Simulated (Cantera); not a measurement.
Charge: 1 mol Al, a varied amount of HCl, 0.23 mol N2, held at 327 °C and 0.133 bar.

Equilibrium computed with Cantera from the NASA thermochemical tables; the gas is ideal and each condensed phase is pure. Candidate condensed phases: Al, AlCl3, AlN, NH4Cl; 20 gas species. Rates play no part.

Which condensed phases are stable at each of these points (n(HCl) (mol)): 1.2, 1.6, 1.9, 2.4, 3, 3.8, 4.8, 6, 7.4, 9.3, 12, 15, 18?


```tsv
n(HCl) (mol)	condensed phases	Al condensed (%)
1.2	Al(s) + AlN(s)	60.0
1.6	Al(s) + AlN(s)	46.7
1.9	AlN(s)	40.7
2.4	AlN(s)	26.1
3	AlN(s)	8.2
3.8	gas only	0.0
4.8	gas only	0.0
6	gas only	0.0
7.4	gas only	0.0
9.3	gas only	0.0
12	gas only	0.0
15	gas only	0.0
18	gas only	0.0
```

From 1.2 mol HCl to 1.6 mol HCl the condensed part is Al(s) + AlN(s). From 1.9 mol HCl to 3 mol HCl the condensed part is AlN(s). From 3.8 mol HCl to 18 mol HCl nothing is condensed.
